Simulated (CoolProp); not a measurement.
Vapour-liquid equilibrium of R141b (1) + n-pentane (2) at 414.7 K; x and y are mole fractions of (1).

Values from CoolProp's multi-fluid Helmholtz-energy mixture model, Lemmon 2006 and Thol 2019; pair parameters Bell 2016.

Give the bubble pressure and the first vapour's composition at x = 0.35, 0.725, 0.875. Is there an azeotrope?

x = 0.35: 1535 kPa, y = 0.380; x = 0.725: 1581 kPa, y = 0.724; x = 0.875: 1572 kPa, y = 0.869. y crosses x between x = 0.65 and 0.725: the model has an azeotrope there.

Pair parameters are fitted to limited data, so mixtures are less certain than the pure fluids.
